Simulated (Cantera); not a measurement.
## B + O2 + H2 (boron, boron nitride and boron oxide)

A closed system holds: 1 mol B, 0.19 mol O2, 0.44 mol H2, equilibrated at 0.133 bar.

Equilibrium computed with Cantera from the NASA thermochemical tables; the gas is ideal and each condensed phase is pure. Candidate condensed phases: B, B2O3, B3O3H3, H2O; 23 gas species. Mutual solubility and eutectic melting of coexisting phases are not modelled. The tables' values for BH2 are old estimates; treat these amounts as uncertain. Rates play no part.

```json
[
 {"T (°C)": "527", "x H2": "0.998", "x HBO": "4.37e-9", "x B2O2": "<1e-12", "x B2O3": "<1e-12", "x HBO2": "4.26e-12", "x B3O3H3": "0.00153", "x BO": "<1e-12", "n B(s)": "0.746", "n B2O3(l)": "0.126"},
 {"T (°C)": "627", "x H2": "0.998", "x HBO": "1.50e-7", "x B2O2": "2.69e-12", "x B2O3": "<1e-12", "x HBO2": "3.32e-10", "x B3O3H3": "0.00193", "x BO": "<1e-12", "n B(s)": "0.746", "n B2O3(l)": "0.126"},
 {"T (°C)": "727", "x H2": "0.998", "x HBO": "2.50e-6", "x B2O2": "3.67e-10", "x B2O3": "2.51e-11", "x HBO2": "1.04e-8", "x B3O3H3": "0.00221", "x BO": "1.09e-12", "n B(s)": "0.746", "n B2O3(l)": "0.126"},
 {"T (°C)": "827", "x H2": "0.998", "x HBO": "2.45e-5", "x B2O2": "1.99e-8", "x B2O3": "1.92e-9", "x HBO2": "1.69e-7", "x B3O3H3": "0.00239", "x BO": "9.45e-11", "n B(s)": "0.746", "n B2O3(l)": "0.126"},
 {"T (°C)": "927", "x H2": "0.997", "x HBO": "0.000162", "x B2O2": "5.43e-7", "x B2O3": "6.90e-8", "x HBO2": "1.69e-6", "x B3O3H3": "0.00249", "x BO": "3.83e-9", "n B(s)": "0.746", "n B2O3(l)": "0.126"},
 {"T (°C)": "1027", "x H2": "0.997", "x HBO": "0.000790", "x B2O2": "8.75e-6", "x B2O3": "1.40e-6", "x HBO2": "1.17e-5", "x B3O3H3": "0.00253", "x BO": "8.65e-8", "n B(s)": "0.745", "n B2O3(l)": "0.125"},
 {"T (°C)": "1127", "x H2": "0.994", "x HBO": "0.00305", "x B2O2": "9.32e-5", "x B2O3": "1.80e-5", "x HBO2": "5.99e-5", "x B3O3H3": "0.00252", "x BO": "1.24e-6", "n B(s)": "0.745", "n B2O3(l)": "0.125"},
 {"T (°C)": "1227", "x H2": "0.987", "x HBO": "0.00973", "x B2O2": "0.000715", "x B2O3": "0.000163", "x HBO2": "0.000244", "x B3O3H3": "0.00247", "x BO": "1.23e-5", "n B(s)": "0.744", "n B2O3(l)": "0.124"},
 {"T (°C)": "1327", "x H2": "0.965", "x HBO": "0.0265", "x B2O2": "0.00420", "x B2O3": "0.00110", "x HBO2": "0.000819", "x B3O3H3": "0.00234", "x BO": "9.11e-5", "n B(s)": "0.741", "n B2O3(l)": "0.120"},
 {"T (°C)": "1427", "x H2": "0.906", "x HBO": "0.0624", "x B2O2": "0.0199", "x B2O3": "0.00587", "x HBO2": "0.00231", "x B3O3H3": "0.00208", "x BO": "0.000529", "n B(s)": "0.730", "n B2O3(l)": "0.106"},
 {"T (°C)": "1527", "x H2": "0.760", "x HBO": "0.125", "x B2O2": "0.0783", "x B2O3": "0.0257", "x HBO2": "0.00545", "x B3O3H3": "0.00155", "x BO": "0.00251", "n B(s)": "0.696", "n B2O3(l)": "0.0599"}
]
```
x: gas mole fraction; n: condensed amount in mol.

From 527 °C to 1527 °C the condensed part is B(s) + B2O3(l). The main B-bearing gas is B3O3H3 at 527 °C and B2O2 at 1527 °C. The share of B in condensed phases is highest at 527 °C (99.8 %) and lowest at 1527 °C (81.6 %).
